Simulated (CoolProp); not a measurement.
The fluid at 293.15 K and 0.532 MPa (liquid) is heated at constant pressure to 422.8 K. The same conditions are run with several fluids, on thermodynamics alone (safety and materials aside).

The numbers come from the reference Helmholtz-energy equation of state of each fluid (R1233zd(E): Akasaka 2022; sulfur dioxide: Gao 2016; toluene: Lemmon 2006; tetrahydrofuran: Fiedler 2023; hexamethyldisiloxane (MM): Thol 2016) in CoolProp.

Problem. Rank R1233zd(E), sulfur dioxide, toluene, tetrahydrofuran, hexamethyldisiloxane (MM) by heat (kJ/kg), highest first.

Solution. tetrahydrofuran (607), sulfur dioxide (450), R1233zd(E) (303), hexamethyldisiloxane (MM) (268), toluene (248)

```
fluid                      final phase  final density (kg/m³)
-------------------------  -----------  ---------------------
R1233zd(E)                         gas                   21.1
sulfur dioxide                     gas                   9.95
toluene                         liquid                    738
tetrahydrofuran                    gas                   11.9
hexamethyldisiloxane (MM)       liquid                    611
```
